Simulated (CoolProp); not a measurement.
cis-2-butene at 293.15 K and 0.444 MPa is throttled through a valve to 0.236 MPa with no heat exchange. Each further row changes one setting.

Values from CoolProp's reference Helmholtz-energy equation of state, Lemmon 2005. It is a short technical equation, of lower accuracy than the large ones.

```
case                        temperature change (K)                       final phase  final density (kg/m³)
--------------------------  ----------------------  --------------------------------  ---------------------
as stated                                     +0.1                            liquid                    621
outlet pressure 0.0708 MPa                   -25.3  two-phase, vapour fraction 0.131                   13.8
outlet pressure 0.307 MPa                     +0.0                            liquid                    621
```
